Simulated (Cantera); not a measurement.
**Silicon carbide growth: CH₃SiH₃ + HCl + H₂**

Input: 1 mol CH₃SiH₃, 0.93 mol HCl, 700 mol H₂, at 0.170 bar.

Cantera equilibrium calculation (NASA polynomials, part measured and part estimated; ideal gas, pure solids and liquids). Candidate condensed phases: C, C₆H₆, C₇H₈, C₈H₁₈, Si, SiC; 109 gas species. The feed counts by its element totals alone. Gases not in the tables: Si₂H₆ and higher silanes. Equilibrium is a limit: real reactors are often held back by kinetics, nucleation or transport.

```
T (K)   x H₂       x H    x HCl      x Si  x C₂H₂ (acetylene)     x SiH    x SiH₂    x Si₂C  n SiC(s)
-----  -----  --------  -------  --------  ------------------  --------  --------  --------  --------
1150   0.999   1.81e-7  0.00131  1.07e-12              <1e-12  9.24e-12   3.81e-9    <1e-12     0.996
1250   0.999   1.17e-6  0.00131  4.41e-11            1.58e-12  2.00e-10   2.82e-8    <1e-12     0.997
1350   0.999   5.78e-6  0.00131  9.64e-10            2.65e-11   2.53e-9   1.43e-7    <1e-12     0.997
1450   0.999   2.29e-5  0.00131   1.29e-8            3.37e-10   2.12e-8   5.50e-7  1.31e-11     0.997
1550   0.999   7.63e-5  0.00131   1.12e-7             3.81e-9   1.21e-7   1.59e-6  2.48e-10     0.996
1650   0.998  0.000220  0.00132   6.25e-7             4.47e-8   4.70e-7   3.43e-6   2.76e-9     0.995
1750   0.998  0.000564  0.00132   2.49e-6             5.23e-7   1.36e-6   5.86e-6   2.01e-8     0.992
1850   0.997   0.00130  0.00132   8.75e-6             4.44e-6   3.57e-6   9.70e-6   1.20e-7     0.983
1950   0.996   0.00277  0.00131   3.15e-5             2.21e-5   9.92e-6   1.78e-5   6.96e-7     0.956
2050   0.993   0.00548  0.00131  0.000109             7.86e-5   2.72e-5   3.35e-5   3.68e-6     0.872
2150   0.988    0.0102  0.00130  0.000345            0.000237   6.91e-5   6.05e-5   1.70e-5     0.633
2250   0.979    0.0178  0.00128  0.000973            0.000635  0.000160  0.000102   6.66e-5         0
2350   0.967    0.0297  0.00127   0.00109            0.000652  0.000149   7.16e-5   2.82e-5         0
```
x: gas mole fraction; n: condensed amount in mol.

From 1150 K to 2150 K the condensed part is SiC(s). From 2250 K to 2350 K nothing is condensed. The main Si-bearing gas is SiCl₂ at 1150 K and Si at 2350 K.
